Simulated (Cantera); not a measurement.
C₃H₆ + CO₂ + O₂ (carbon deposition, reforming and gasification)

A closed system holds: 1 mol C₃H₆, 0.068 mol CO₂, 0.037 mol O₂, held at 2925 K and 43.0 bar.

Equilibrium computed with Cantera from the NASA thermochemical tables; the gas is ideal and each condensed phase is pure. Candidate condensed phases: C, C₆H₆, C₇H₈, C₈H₁₈, H₂O; 110 gas species. The ideal-gas law is rough above about 30 bar. The numbers say what is thermodynamically allowed, not how fast it happens.

The x(H₂) is 0.869 and the x(CO) is 0.0650. The x(C₂H₂ (acetylene)) is 0.0432 and the x(H) comes out as 0.0177. The x(CH₄) is 0.00274. The x(CH₃) comes out as 0.000905. The x(C₄H₂) comes out as 0.000896, the x(C₂H₄) is 0.000325 and the x(C₂H) is 0.000136. The n(C(graphite)) is 2.55 mol and the gas amount is 3.227 mol.
